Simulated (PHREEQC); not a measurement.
Make-up at 25 °C: 6.8 mmol/kgw HF and 7.6 mmol/kgw NaF. Closed to the air; pH follows from the charge balance.

Equilibrium calculation in PHREEQC: ion-association model, phreeqc.dat.

Each row changes one thing in this solution. Precipitation was switched off in this run.

```csv
case,pH,ionic strength (mol/kgw),F- (mol/kgw),HF (mol/kgw),HF2- (mol/kgw),NaF (mol/kgw)
as made,3.26,0.00817,0.00799,0.00601,0.000184,2.88e-5
HF from 0.0068 to 0.034 mol/kgw,2.61,0.0103,…,0.0302,0.00107,…
temperature from 25 to 35 °C,3.33,0.00809,0.00789,…,…,…
NaF from 0.0076 to 0.00684 mol/kgw,3.22,0.00747,0.00730,0.00598,0.000168,2.38e-5
0.014 mol/kgw H2SO4 added,1.88,0.0303,0.000814,0.0135,4.22e-5,2.49e-6
NaF from 0.0076 to 0.00836 mol/kgw,3.29,0.00889,0.00868,0.00604,0.000201,3.41e-5
```

Problem. Some entries are withheld; supply them.

Solution. 
- HF from 0.0068 to 0.034 mol/kgw, F- (mol/kgw): 0.00919
- HF from 0.0068 to 0.034 mol/kgw, NaF (mol/kgw): 3.24e-5
- temperature from 25 to 35 °C, HF (mol/kgw): 0.00609
- temperature from 25 to 35 °C, HF2- (mol/kgw): 0.000197
- temperature from 25 to 35 °C, NaF (mol/kgw): 2.83e-5

Species that the database lacks are ignored.
